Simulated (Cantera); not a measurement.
Feed: 1 mol MgO, 0.75 mol SO₃, 0.55 mol N₂, held at 1 atm.

Method: chemical equilibrium by Gibbs-energy minimisation in Cantera with the NASA 1993 tables (ideal gas, pure condensed phases). Candidate condensed phases: Mg, MgO, MgS, MgSO₄, S; 22 gas species. Mutual solubility and eutectic melting of coexisting phases are not modelled. Equilibrium is a limit: real reactors are often held back by kinetics, nucleation or transport.

Task: Which condensed phases are stable at each of these points (T (K)): 1250, 1300, 1350, 1400, 1450, 1500, 1550, 1600, 1650, 1700, 1750?

Result: 
```csv
T (K),condensed phases,Mg condensed (%)
1250,MgO(s) + MgSO₄(s),100.0
1300,MgO(s) + MgSO₄(s),100.0
1350,MgO(s),100.0
1400,MgO(s),100.0
1450,MgO(s),100.0
1500,MgO(s),100.0
1550,MgO(s),100.0
1600,MgO(s),100.0
1650,MgO(s),100.0
1700,MgO(s),100.0
1750,MgO(s),100.0
```

From 1250 K to 1300 K the condensed part is MgO(s) + MgSO₄(s). From 1350 K to 1750 K the condensed part is MgO(s).
